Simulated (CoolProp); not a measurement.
The fluid at 298.15 K and 1.32 MPa is throttled through a valve to 0.622 MPa with no heat exchange. The same conditions are run with several fluids, on thermodynamics alone (safety and materials aside).

Values from CoolProp's reference Helmholtz-energy equation of state of each fluid (n-nonane: Lemmon 2006; n-perfluorobutane: Gao 2022; isobutene: Lemmon 2005; cis-2-butene: Lemmon 2005; R141b: Lemmon 2006).

| fluid | temperature change (K) | final density (kg/m³) |
|---|---|---|
| n-nonane | +0.3 | 714 |
| n-perfluorobutane | … | … |
| isobutene | +0.2 | … |
| cis-2-butene | +0.2 | … |
| R141b | +0.3 | … |

Task: Fill in the missing entries.

Result: 
- n-perfluorobutane, temperature change (K): +0.1
- n-perfluorobutane, final density (kg/m³): 1500
- isobutene, final density (kg/m³): 589
- cis-2-butene, final density (kg/m³): 616
- R141b, final density (kg/m³): 1230
